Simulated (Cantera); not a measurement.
An adiabatic, constant-pressure homogeneous reactor starts with H2 : O2 : N2 = 1 : 0.263 : 0.989 (molar parts), equivalence ratio 1.9, at 1175 K and 0.197 atm. Integrator tolerance rtol = 1e-08.

Computed with Cantera and GRI-Mech 3.0 (53 species, 325 reactions).

What does this change do: pressure from 0.197 atm to 3.16 atm?


```
quantity                                                              before                                      after
---------------------------------  -----------------------------------------  -----------------------------------------
time of steepest temperature rise                                   0.276 ms                                    26.0 µs
temperature at 2.00 s                                                 2563 K                                     2713 K
equilibrium temperature                                               2563 K                                     2713 K
x(H2) at 2.00 s                          0.222 (gas-phase equilibrium 0.222)        0.231 (gas-phase equilibrium 0.231)
x(O2) at 2.00 s                    0.000401 (gas-phase equilibrium 0.000401)    9.26e-5 (gas-phase equilibrium 9.26e-5)
x(H2O2) at 2.00 s                    1.78e-8 (gas-phase equilibrium 1.78e-8)    4.74e-8 (gas-phase equilibrium 4.74e-8)
x(H) at 2.00 s                         0.0349 (gas-phase equilibrium 0.0349)      0.0162 (gas-phase equilibrium 0.0162)
x(NO) at 2.00 s                    0.000881 (gas-phase equilibrium 0.000881)  0.000540 (gas-phase equilibrium 0.000540)
```
The hydrogen kinetics of GRI-Mech 3.0 are dated; newer H2 mechanisms differ, most at raised pressure.
